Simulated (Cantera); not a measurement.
A freely propagating, adiabatic, planar premixed flame of CO : H2 : CH4 : O2 : N2 = 1 : 0.75 : 0.22 : 0.939 : 3.53 (molar parts), equivalence ratio 1.4, unburnt at 698 K and 5.00 bar; mixture-averaged transport, grid criteria slope 0.08 and curve 0.16, no radiation.

Model: GRI-Mech 3.0 (53 species, 325 reactions), integrated in Cantera. Burning velocities carry a grid error of a few per cent, more on coarse grids.

Question: Predict: laminar burning velocity; thermal thickness; peak x(H); peak x(OH).

Answer: 
```json
{
 "laminar_burning_velocity": "341 cm/s",
 "thermal_thickness": "0.0551 mm",
 "peak x(H)": "0.0177",
 "peak x(OH)": "0.0112"
}
```
